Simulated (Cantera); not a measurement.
**Gas activation for diamond growth**

An isothermal, constant-pressure homogeneous reactor starts with CH4 : H2 : CO2 = 0.04 : 1 : 0.0025 (molar parts), at 1950 K and 57.8 Torr.

Cantera simulation using GRI-Mech 3.0 (53 species, 325 reactions); the numbers are that mechanism's predictions, not measurements. GRI-Mech 3.0 stops at C3 and has no aromatics, soot or wall deposition, so with more carbon than oxygen in the feed, carbon stays in small species such as C2H2 where larger ones or solid carbon would form.

```tsv
t (s)	x CH4	x H2	x CO2	x HCO	x CO	x CH2O
0.000100	0.0382	0.959	0.00240	2.59e-12	1.97e-6	7.10e-10
0.000398	0.0378	0.959	0.00237	2.50e-10	3.11e-5	1.78e-8
0.00158	0.0354	0.957	0.00197	2.93e-9	0.000421	6.37e-8
0.00631	0.0242	0.961	0.000471	2.82e-9	0.00192	4.14e-8
0.0251	0.00952	0.968	1.98e-6	1.30e-9	0.00241	1.50e-8
0.100	0.00248	0.972	1.23e-6	6.11e-10	0.00261	3.99e-9
0.398	0.000781	0.973	1.03e-6	4.75e-10	0.00325	9.67e-10
1.58	0.000380	0.974	3.07e-7	5.50e-10	0.00430	2.27e-10
6.31	0.000202	0.974	1.02e-9	5.82e-10	0.00460	1.41e-10
25.1	0.000200	0.974	9.26e-12	5.82e-10	0.00460	1.41e-10
100	0.000200	0.974	9.26e-12	5.82e-10	0.00460	1.41e-10
```
x: mole fraction; the columns are a selection and need not sum to one.

Equilibrium at this temperature and pressure: CH4 0.000200, H2 0.974, CO2 9.29e-12, HCO 5.82e-10, CO 0.00460, CH2O 1.41e-10 (gas phase only).
